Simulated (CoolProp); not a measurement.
CF4 (R14) at several states: fugacity coefficient from the reference equation and from simpler models built on Tc = 227.4 K, pc = 3.762 MPa, ω = 0.178; each cubic takes its own stable root.

The numbers come from the reference Helmholtz-energy equation of state, Platzer 1990 in CoolProp. This equation is an older, rougher fit; its heat capacities, sound speeds and derivatives of the liquid may be far off and weren't checked against measurements.

```tsv
T (K)	p (MPa)	phase	reference
133.6	0.355	liquid	0.1170
418.9	3.81	supercritical	0.9763
304.7	2.25	gas	0.9265
197	12.7	liquid	0.1395
```

Question: How far does each simpler model (van der Waals, Redlich-Kwong, Soave-Redlich-Kwong, Peng-Robinson) lie from the reference over these 4 states: mean and median of the absolute difference, and the worst?

Answer: 
- van der Waals: mean 153.8 %, median 34.4 %, worst +545.3 % at 133.6 K and 0.355 MPa
- Redlich-Kwong: mean 15.8 %, median 7.9 %, worst +46.8 % at 133.6 K and 0.355 MPa
- Soave-Redlich-Kwong: mean 1.3 %, median 0.7 %, worst +3.4 % at 197 K and 12.7 MPa
- Peng-Robinson: mean 2.0 %, median 1.3 %, worst -4.3 % at 197 K and 12.7 MPa
